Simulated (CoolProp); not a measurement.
The numbers come from the reference Helmholtz-energy equation of state, Platzer 1990 in CoolProp. This equation is an older, rougher fit.

**Question.** For R114, give the phase and the density (kg/m³), cv (kJ/(kg K)), expansivity (1/kK), fugacity coefficient at 477.8 K and 7.74 bar.

**Answer.** 
- 477.8 K and 7.74 bar: gas; density 35.1, cv 0.805, expansivity 2.53, fugacity coefficient 0.950
